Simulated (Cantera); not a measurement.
## Equilibrium for calcination and drying: LiOH + H2O + O2

Input: 1 mol LiOH, 0.34 mol H2O, 0.11 mol O2, held at 1100 K.

Method: chemical equilibrium by Gibbs-energy minimisation in Cantera with the NASA 1993 tables (ideal gas, pure condensed phases). Candidate condensed phases: H2O, Li, LiH, LiOH, Li2O; 17 gas species. Rates play no part.

From 10.0 Pa to 10000 Pa the condensed part is Li2O(s). From 100000 Pa to 1000000 Pa the condensed part is LiOH(l). The main Li-bearing gas is LiOH throughout.

```
P (Pa)   log p H2O  log p O2  log p LiOH  log p Li2(OH)2  log p OH  n Li2O(s)  n LiOH(l)
-------  ---------  --------  ----------  --------------  --------  ---------  ---------
10           -4.06     -4.94       -5.82           -8.40     -8.76      0.493          0
100          -3.06     -3.94       -5.32           -7.40     -8.01      0.498          0
1000         -2.05     -2.94       -4.82           -6.40     -7.26      0.499          0
10000        -1.05     -1.94       -4.32           -5.40     -6.51      0.500          0
100000       -0.12     -0.61       -4.02           -4.82     -5.71          0      1.000
1000000       0.88      0.39       -4.02           -4.82     -4.96          0      1.000
```
log p: log10 of the partial pressure in bar; n: condensed amount in mol.
